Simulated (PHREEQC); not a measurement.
1 kg of water holding 0.0022 mol K2SO4, 0.43 mol KCl and 0.0067 mol K2CO3 is evaporated at 30 °C; the solids stay in contact with the brine. No CO2 enters from the air. Solids allowed: Arcanite, Kalicinite, Misenite, Sylvite. Others were left out.

All values are PHREEQC results (Pitzer model, pitzer.dat), not measurements.

Problem. Predict Sylvite (mol), Arcanite (mol), S in solution (mol/kgw) at water left (kg) = 0.03565, 0.02409, 0.01101.

Solution. 
```json
[
 {"water left (kg)": "0.03565", "Sylvite (mol)": "0.260", "Arcanite (mol)": "0", "S in solution (mol/kgw)": "0.0617"},
 {"water left (kg)": "0.02409", "Sylvite (mol)": "0.318", "Arcanite (mol)": "0.000482", "S in solution (mol/kgw)": "0.0713"},
 {"water left (kg)": "0.01101", "Sylvite (mol)": "0.382", "Arcanite (mol)": "0.00154", "S in solution (mol/kgw)": "0.0600"}
]
```
